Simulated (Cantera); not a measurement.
A closed system holds: 1 mol Fe(CO)₅, 6.3 mol CO, 35 mol N₂, held at 0.0133 bar.

Equilibrium computed with Cantera from the NASA thermochemical tables; the gas is ideal and each condensed phase is pure. Candidate condensed phases: C, Fe, Fe(CO)₅, FeO, Fe₂O₃, Fe₃O₄; 27 gas species. Condensed phases not in the tables: cementite and carbon dissolved in iron. Equilibrium is a limit: real reactors are often held back by kinetics, nucleation or transport.

Over these rows the condensed part is C(graphite) + Fe(α). Partial pressures as log10 of bar:

| T (K) | 1000/T (1/K) | log p CO₂ | log p N₂ | log p CO |
|---|---|---|---|---|
| 875 | 1.1429 | -3.99 | -1.99 | -2.51 |
| 925 | 1.0811 | ? | -2.00 | -2.49 |
| 975 | 1.0256 | -5.00 | -2.00 | -2.49 |
| 1025 | 0.9756 | -5.44 | -2.00 | -2.49 |
| 1075 | 0.9302 | -5.84 | -2.00 | -2.49 |
| 1125 | 0.8889 | -6.21 | -2.00 | -2.49 |

Task: Fit log p(CO₂) = a + b·(1000/T) to the five rows, give the apparent enthalpy, and predict the row at 925 K.

Result: Means: 1000/T = 0.9926, log p = -5.296. Sxy = 0.337235, Sxx = 0.0386155, so b = 8.73 and a = -5.296 − (8.73)×0.9926 = -13.96.
Apparent enthalpy: −19.145 × (8.73) = -167 kJ/mol. With the condensed phases at unit activity, 2 CO(g) = CO₂(g) + C(graphite) links this pressure to the main gases: over the six rows their terms move log p by +0.04 in all, so the slope is close to that reaction's ΔH°. The five rows lie within 0.01 of the line.
Prediction at 925 K: -13.96 + (8.73)×1.0811 = -4.52. The computed value is -4.51, 0.01 from the line.
